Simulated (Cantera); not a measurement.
What does this Cantera script print?

```python
import numpy as np
import cantera as ct

gas = ct.Solution("gri30.yaml")
gas.TPX = 1575, 101325, {'CH4': 1, 'H2': 0.94, 'O2': 1.54, 'N2': 5.8}
reactor = ct.IdealGasConstPressureReactor(gas, energy="on", clone=False)
net = ct.ReactorNet([reactor])
net.rtol, net.atol = 1e-08, 1e-16
show = ['CH4', 'H2', 'O2', 'CH2', 'H', 'NO2', 'HCO']
times = np.geomspace(1e-06, 0.1, 11)

steps = ct.SolutionArray(gas, extra=["t"])
rows = []
print(f"{'t/s':>10s}{'T/K':>9s}{'P/Pa':>11s}" + "".join(f"{s:>11s}" for s in show))
for t in times:
    while net.time < t:
        t_next = net.step()
        steps.append(gas.state, t=t_next)
    rows.append([np.interp(t, steps.t, y) for y in (steps.T, steps.P, *steps(*show).X.T)])
    print(f"{t:10.3e}{rows[-1][0]:9.1f}{rows[-1][1]:11.4g}" + "".join(f"{x:11.3e}" for x in rows[-1][2:]))
rate = np.gradient(steps.T, steps.t)
print("integrator steps:", len(steps.t))
if steps.T.max() > steps.T[0] + 200:
    print(f"time of steepest temperature rise: {steps.t[rate.argmax()]:.4e} s")
gas.TPX = 1575, 101325, {'CH4': 1, 'H2': 0.94, 'O2': 1.54, 'N2': 5.8}
gas.equilibrate("HP")
print(f"equilibrium (HP): T = {gas.T:.1f} K  " + "  ".join(f"{s} {gas[s].X[0]:.3e}" for s in show))
```

It prints:

```
       t/s      T/K       P/Pa        CH4         H2         O2        CH2          H        NO2        HCO
 1.000e-06   1575.0  1.013e+05  1.078e-01  1.013e-01  1.659e-01  1.703e-13  1.666e-07  8.461e-22  3.563e-14
 3.162e-06   1575.0  1.013e+05  1.078e-01  1.013e-01  1.659e-01  2.023e-12  3.244e-07  8.170e-20  6.830e-13
 1.000e-05   1575.0  1.013e+05  1.077e-01  1.013e-01  1.659e-01  4.268e-11  1.108e-06  6.783e-18  1.926e-11
 3.162e-05   1575.2  1.013e+05  1.074e-01  1.012e-01  1.658e-01  9.064e-09  1.505e-05  1.178e-15  6.016e-09
 1.000e-04   1792.8  1.013e+05  7.002e-02  1.028e-01  1.322e-01  1.494e-05  8.263e-04  5.867e-11  4.233e-05
 3.162e-04   2730.1  1.013e+05  4.018e-13  1.036e-01  1.181e-03  7.247e-13  2.544e-02  1.613e-08  1.957e-07
 1.000e-03   2755.9  1.013e+05  6.468e-13  1.044e-01  9.447e-04  9.806e-13  2.261e-02  4.474e-08  1.864e-07
 3.162e-03   2752.7  1.013e+05  6.702e-13  1.050e-01  9.048e-04  9.852e-13  2.240e-02  8.198e-08  1.856e-07
 1.000e-02   2751.9  1.013e+05  6.743e-13  1.051e-01  8.974e-04  9.855e-13  2.236e-02  8.924e-08  1.855e-07
 3.162e-02   2751.9  1.013e+05  6.743e-13  1.051e-01  8.974e-04  9.855e-13  2.236e-02  8.925e-08  1.855e-07
 1.000e-01   2751.9  1.013e+05  6.743e-13  1.051e-01  8.974e-04  9.855e-13  2.236e-02  8.925e-08  1.855e-07
integrator steps: 1676
time of steepest temperature rise: 1.1456e-04 s
equilibrium (HP): T = 2751.9 K  CH4 7.862e-13  H2 1.051e-01  O2 8.974e-04  CH2 1.037e-12  H 2.236e-02  NO2 8.925e-08  HCO 1.855e-07
```

Cantera simulation using GRI-Mech 3.0 (53 species, 325 reactions); the numbers are that mechanism's predictions, not measurements.
